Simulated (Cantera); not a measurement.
An isothermal, constant-pressure homogeneous reactor starts with CO : O₂ : H₂O : N₂ = 0.01 : 0.0053 : 0.067 : 1 (molar parts), equivalence ratio 0.94, at 1073 K and 0.380 bar. Integrator tolerance rtol = 1e-08.

Detailed kinetics in Cantera: GRI-Mech 3.0 (53 species, 325 reactions).

Question: What does this change do: H2O 0.067 to 0.45 parts?

Answer: 
```tsv
quantity	before	after
x(CO) at 3.00 s	7.47e-7 (gas-phase equilibrium 5.59e-10)	9.93e-7 (gas-phase equilibrium 4.80e-10)
x(O₂) at 3.00 s	0.000280 (gas-phase equilibrium 0.000277)	0.000227 (gas-phase equilibrium 0.000204)
x(H₂O) at 3.00 s	0.0622 (gas-phase equilibrium 0.0622)	0.308 (gas-phase equilibrium 0.308)
x(O) at 3.00 s	2.28e-8 (gas-phase equilibrium 3.38e-11)	6.56e-9 (gas-phase equilibrium 2.90e-11)
x(HO₂) at 3.00 s	7.66e-9 (gas-phase equilibrium 1.19e-11)	2.97e-8 (gas-phase equilibrium 2.10e-11)
x(H₂) at 3.00 s	4.20e-6 (gas-phase equilibrium 4.06e-9)	4.29e-5 (gas-phase equilibrium 2.34e-8)
x(CO₂) at 3.00 s	0.00928 (gas-phase equilibrium 0.00928)	0.00685 (gas-phase equilibrium 0.00685)
```

Question: What does this change do: CO 0.01 to 0.024 parts?

Answer: 
| quantity | before | after |
|---|---|---|
| x(CO) at 3.00 s | 7.47e-7 (gas-phase equilibrium 5.59e-10) | 0.00340 (gas-phase equilibrium 0.00308) |
| x(O₂) at 3.00 s | 0.000280 (gas-phase equilibrium 0.000277) | 2.01e-10 (gas-phase equilibrium <1e-12) |
| x(H₂O) at 3.00 s | 0.0622 (gas-phase equilibrium 0.0622) | 0.0525 (gas-phase equilibrium 0.0522) |
| x(O) at 3.00 s | 2.28e-8 (gas-phase equilibrium 3.38e-11) | 4.46e-11 (gas-phase equilibrium <1e-12) |
| x(HO₂) at 3.00 s | 7.66e-9 (gas-phase equilibrium 1.19e-11) | <1e-12 (gas-phase equilibrium <1e-12) |
| x(H₂) at 3.00 s | 4.20e-6 (gas-phase equilibrium 4.06e-9) | 0.00888 (gas-phase equilibrium 0.00920) |
| x(CO₂) at 3.00 s | 0.00928 (gas-phase equilibrium 0.00928) | 0.0186 (gas-phase equilibrium 0.0189) |
